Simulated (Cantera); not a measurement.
Charge: 1 mol TEOS, 3.6 mol CO₂, 3.5 mol N₂, equilibrated at 1825 °C and 0.120 Torr.

Cantera equilibrium calculation (NASA polynomials, part measured and part estimated; ideal gas, pure solids and liquids). The feed counts by its element totals alone. The tables' values for SiN are old estimates; treat these amounts as uncertain. The numbers say what is thermodynamically allowed, not how fast it happens.

```json
[
 {"species": "CO", "before": "0.406", "after": "0.439"},
 {"species": "H₂", "before": "0.296", "after": "0.402"},
 {"species": "N₂", "before": "0.125", "after": "0.140"},
 {"species": "H", "before": "0.132", "after": "0.00195"},
 {"species": "Si", "before": "0.0308", "after": "1.68e-5"},
 {"species": "SiO", "before": "0.00229", "after": "0.0140"},
 {"species": "H₂O", "before": "1.55e-9", "after": "2.36e-5"},
 {"species": "CH₄", "before": "4.64e-9", "after": "3.22e-5"},
 {"species": "SiC₂", "before": "0.00197", "after": "3.90e-7"},
 {"species": "Si₂C", "before": "0.000609", "after": "6.81e-7"},
 {"species": "Si₂", "before": "1.51e-5", "after": "2.79e-8"},
 {"species": "CN", "before": "5.35e-5", "after": "4.31e-7"},
 {"species": "C(graphite), mol", "before": "0.193", "after": "0"},
 {"species": "SiC(s), mol", "before": "0", "after": "0.654"}
]
```
Gas species are given as mole fractions.

Question: What was changed between the two runs?
A. TEOS replaced by Si₂H₆
B. pressure from 0.120 Torr to 750 Torr
C. CO₂ from 3.6 to 19 mol
D. pressure from 0.120 Torr to 0.825 Torr

Answer: B, pressure from 0.120 Torr to 750 Torr
